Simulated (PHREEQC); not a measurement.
Solution (80 °C): 0.0056 mol NH3, 0.0083 mol H3BO3 and 0.028 mol Na2CO3 per kg of water. Closed to the air; pH follows from the charge balance.

All values are PHREEQC results (ion-association model, wateq4f.dat), not measurements.

Each row changes one thing in this solution. Precipitation was switched off in this run.

```json
[
 {"case": "as made", "pH": "9.59", "ionic strength (mol/kgw)": "0.0451", "H2BO3- (mol/kgw)": "0.00723", "NH3 (mol/kgw)": "0.00548", "H3BO3 (mol/kgw)": "0.00107", "NH4+ (mol/kgw)": "0.000117"},
 {"case": "H3BO3 from 0.0083 to 0.00415 mol/kgw", "pH": "9.82", "ionic strength (mol/kgw)": "0.0440", "H2BO3- (mol/kgw)": "0.00381", "NH3 (mol/kgw)": "0.00553", "H3BO3 (mol/kgw)": "0.000336", "NH4+ (mol/kgw)": "6.99e-5"},
 {"case": "temperature from 80 to 30 °C", "pH": "10.27", "ionic strength (mol/kgw)": "0.0629", "H2BO3- (mol/kgw)": "0.00779", "NH3 (mol/kgw)": "0.00517", "H3BO3 (mol/kgw)": "0.000512", "NH4+ (mol/kgw)": "0.000427"},
 {"case": "Na2CO3 left out", "pH": "8.23", "ionic strength (mol/kgw)": "0.00165", "H2BO3- (mol/kgw)": "0.00161", "NH3 (mol/kgw)": "0.00395", "H3BO3 (mol/kgw)": "0.00669", "NH4+ (mol/kgw)": "0.00165"},
 {"case": "Na2CO3 replaced by KHCO3 at the same molality", "pH": "8.19", "ionic strength (mol/kgw)": "0.0305", "H2BO3- (mol/kgw)": "0.00168", "NH3 (mol/kgw)": "0.00366", "H3BO3 (mol/kgw)": "0.00662", "NH4+ (mol/kgw)": "0.00194"}
]
```

At this temperature some constants are extrapolated from 25 °C, and those without enthalpy data are left unchanged.
